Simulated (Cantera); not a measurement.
A freely propagating, adiabatic, planar premixed flame of H₂ : O₂ : N₂ = 1 : 0.25 : 0.94 (molar parts), equivalence ratio 2.0, unburnt at 675 K and 975 Torr; mixture-averaged transport, grid criteria slope 0.08 and curve 0.16, no radiation.

Computed with Cantera and the H2/O2 subset of GRI-Mech 3.0, which has no nitrogen chemistry. Burning velocities carry a grid error of a few per cent, more on coarse grids.

Question: What does this change do: inlet temperature 675 to 350 K?

Answer: 
| quantity | before | after |
|---|---|---|
| laminar burning velocity | 1140 cm/s | 383 cm/s |
| thermal thickness | 0.340 mm | 0.250 mm |
| peak x(O) | 0.00459 | 0.00285 |
| peak x(OH) | 0.00613 | 0.00334 |
| peak x(HO₂) | 0.000255 | 0.000525 |
